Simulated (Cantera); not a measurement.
Charge: 1 mol CuO, 18 mol CO, 0.34 mol N₂, equilibrated at 32000 Pa.

Cantera equilibrium calculation (NASA polynomials, part measured and part estimated; ideal gas, pure solids and liquids). Candidate condensed phases: C, Cu, CuO, Cu₂O; 27 gas species. The numbers say what is thermodynamically allowed, not how fast it happens.

Problem. At 2100 K, list the 5 most abundant gas species with their mole fractions, and the condensed phases.

Solution. CO 0.897, CO₂ 0.0527, Cu 0.0326, N₂ 0.0179, Cu₂ 0.000186. Condensed: Cu(l).
